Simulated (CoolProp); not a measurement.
Vapour pressure (bar) of acetone: the reference equation beside estimates from Tc = 508.1 K, pc = 46.92 bar, ω = 0.307. Clausius-Clapeyron is anchored at 386.9 K with a constant enthalpy of vaporisation of 24.97 kJ/mol.

Values from CoolProp's reference Helmholtz-energy equation of state, Lemmon 2006. It is a short technical equation, of lower accuracy than the large ones.

```json
[
 {"T (K)": "292.3", "reference": "0.2374", "Lee-Kesler": "0.2228", "Clausius-Clapeyron": "0.4239", "van der Waals": "3.184", "Redlich-Kwong": "0.6090", "Soave-Redlich-Kwong": "0.2259"},
 {"T (K)": "308.1", "reference": "0.4643", "Lee-Kesler": "0.4449", "Clausius-Clapeyron": "0.7179", "van der Waals": "4.332", "Redlich-Kwong": "1.073", "Soave-Redlich-Kwong": "0.4485"},
 {"T (K)": "323.8", "reference": "0.8387", "Lee-Kesler": "0.8173", "Clausius-Clapeyron": "1.152", "van der Waals": "5.723", "Redlich-Kwong": "1.761", "Soave-Redlich-Kwong": "0.8203"},
 {"T (K)": "339.6", "reference": "1.427", "Lee-Kesler": "1.410", "Clausius-Clapeyron": "1.773", "van der Waals": "7.399", "Redlich-Kwong": "2.743", "Soave-Redlich-Kwong": "1.410"},
 {"T (K)": "355.4", "reference": "2.300", "Lee-Kesler": "2.296", "Clausius-Clapeyron": "2.627", "van der Waals": "9.370", "Redlich-Kwong": "4.077", "Soave-Redlich-Kwong": "2.294"},
 {"T (K)": "371.1", "reference": "3.531", "Lee-Kesler": "3.550", "Clausius-Clapeyron": "3.757", "van der Waals": "11.64", "Redlich-Kwong": "5.813", "Soave-Redlich-Kwong": "3.549"},
 {"T (K)": "386.9", "reference": "5.228", "Lee-Kesler": "5.281", "Clausius-Clapeyron": "5.228", "van der Waals": "14.26", "Redlich-Kwong": "8.036", "Soave-Redlich-Kwong": "5.287"},
 {"T (K)": "402.6", "reference": "7.470", "Lee-Kesler": "7.563", "Clausius-Clapeyron": "7.076", "van der Waals": "17.21", "Redlich-Kwong": "10.78", "Soave-Redlich-Kwong": "7.592"},
 {"T (K)": "418.4", "reference": "10.39", "Lee-Kesler": "10.53", "Clausius-Clapeyron": "9.379", "van der Waals": "20.53", "Redlich-Kwong": "14.12", "Soave-Redlich-Kwong": "10.60"},
 {"T (K)": "434.1", "reference": "14.09", "Lee-Kesler": "14.25", "Clausius-Clapeyron": "12.16", "van der Waals": "24.22", "Redlich-Kwong": "18.09", "Soave-Redlich-Kwong": "14.40"},
 {"T (K)": "449.9", "reference": "18.73", "Lee-Kesler": "18.91", "Clausius-Clapeyron": "15.50", "van der Waals": "28.31", "Redlich-Kwong": "22.79", "Soave-Redlich-Kwong": "19.16"},
 {"T (K)": "465.7", "reference": "24.45", "Lee-Kesler": "24.64", "Clausius-Clapeyron": "19.44", "van der Waals": "32.80", "Redlich-Kwong": "28.24", "Soave-Redlich-Kwong": "24.98"},
 {"T (K)": "481.4", "reference": "31.40", "Lee-Kesler": "31.57", "Clausius-Clapeyron": "24.00", "van der Waals": "37.68", "Redlich-Kwong": "34.44", "Soave-Redlich-Kwong": "31.95"},
 {"T (K)": "497.2", "reference": "39.92", "Lee-Kesler": "40.04", "Clausius-Clapeyron": "29.26", "van der Waals": "43.00", "Redlich-Kwong": "41.52", "Soave-Redlich-Kwong": "40.30"}
]
```

Absolute difference from the reference over all 14 rows, mean and median: Lee-Kesler 1.6 and 1.1 %, Clausius-Clapeyron 23.7 and 18.9 %, van der Waals 299.8 and 151.6 %, Redlich-Kwong 60.3 and 49.0 %, Soave-Redlich-Kwong 1.9 and 1.9 %.
